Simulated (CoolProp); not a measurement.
Vapour-liquid equilibrium of R13 (1) + R11 (2) at 226.6 K; x and y are mole fractions of (1).

Model: multi-fluid Helmholtz-energy mixture model, Platzer 1990 and Jacobsen 1992; pair parameters Bell 2016, in CoolProp. This equation is an older, rougher fit; its heat capacities, sound speeds and derivatives of the liquid may be far off and weren't checked against measurements.

| x | bubble pressure, mixture model (kPa) | bubble pressure, Raoult's law (kPa) | y, mixture model | y, Raoult's law |
|---|---|---|---|---|
| 0.05 | 46.55 | 27.00 | 0.930 | 0.882 |
| 0.2 | 153.1 | 98.00 | 0.980 | 0.973 |
| 0.35 | 231.1 | 169.0 | 0.988 | 0.987 |
| 0.5 | 290.2 | 240.0 | 0.992 | 0.993 |
| 0.65 | 340.1 | 311.0 | 0.994 | 0.996 |
| 0.8 | 390.2 | 382.0 | 0.996 | 0.998 |
| 0.95 | 451.3 | 452.9 | 0.999 | 1.000 |

The largest gap from Raoult's law is +72.4 % in bubble pressure, at x = 0.05. No azeotrope shows between x = 0.05 and 0.95.

The pair parameters rest on a limited set of measurements; away from them the model extrapolates. With so large a gap from Raoult's law the liquid may split in two, which this calculation doesn't test in full.
